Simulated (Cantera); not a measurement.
Mixture: CH₄ : CO : O₂ : N₂ = 1 : 0.095 : 4.36 : 16.4 (molar parts), equivalence ratio 0.47, at 1.01 bar, adiabatic and at constant volume. Ignition delay is the time to a rise of 400 K.

Cantera simulation using GRI-Mech 3.0 (53 species, 325 reactions); the numbers are that mechanism's predictions, not measurements.

Task: What does this change do: pressure from 1.01 bar to 0.630 bar?

Result: 
```json
[
 {"quantity": "delay at 1300 K", "before": "7.68 ms", "after": "11.0 ms"},
 {"quantity": "delay at 1400 K", "before": "2.35 ms", "after": "3.39 ms"},
 {"quantity": "delay at 1500 K", "before": "0.868 ms", "after": "1.28 ms"},
 {"quantity": "delay at 1600 K", "before": "0.380 ms", "after": "0.575 ms"},
 {"quantity": "delay at 1700 K", "before": "0.189 ms", "after": "0.291 ms"},
 {"quantity": "apparent activation energy between 1650 and 1750 K", "before": "160 kJ/mol", "after": "150 kJ/mol"}
]
```

Task: What does this change do: O2 4.36 to 1.5 parts?

Result: 
```csv
quantity,before,after
delay at 1300 K,7.68 ms,40.5 ms
delay at 1400 K,2.35 ms,10.9 ms
delay at 1500 K,0.868 ms,3.27 ms
delay at 1600 K,0.380 ms,1.14 ms
delay at 1700 K,0.189 ms,0.469 ms
apparent activation energy between 1650 and 1750 K,160 kJ/mol,190 kJ/mol
```
